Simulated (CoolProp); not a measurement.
Ammonia along the isotherm 433.9 K: fugacity coefficient from the reference equation and from simpler models built on Tc = 405.6 K, pc = 11.36 MPa, ω = 0.256; each cubic takes its own stable root.

Computed with CoolProp (reference Helmholtz-energy equation of state, Gao 2020).

| p (MPa) | phase | reference |
|---|---|---|
| 0.0539 | gas | 0.9986 |
| 0.0839 | gas | 0.9979 |
| 0.131 | gas | 0.9967 |
| 0.203 | gas | 0.9948 |
| 0.317 | gas | 0.9919 |
| 0.493 | gas | 0.9875 |
| 0.768 | gas | 0.9805 |
| 1.2 | gas | 0.9696 |
| 1.86 | gas | 0.9531 |
| 2.9 | gas | 0.9272 |
| 4.52 | gas | 0.8875 |
| 7.03 | gas | 0.8272 |
| 10.9 | gas | 0.7365 |
| 17 | supercritical | 0.5963 |

**Question.** How far does each simpler model (van der Waals, Redlich-Kwong, Soave-Redlich-Kwong, Peng-Robinson) lie from the reference over these 14 states: mean and median of the absolute difference, and the worst?

**Answer.** 
- van der Waals: mean 0.9 %, median 0.3 %, worst +3.2 % at 433.9 K and 10.9 MPa
- Redlich-Kwong: mean 0.3 %, median 0.1 %, worst +1.5 % at 433.9 K and 17 MPa
- Soave-Redlich-Kwong: mean 0.8 %, median 0.2 %, worst +4.5 % at 433.9 K and 17 MPa
- Peng-Robinson: mean 0.2 %, median 0.1 %, worst -0.8 % at 433.9 K and 10.9 MPa
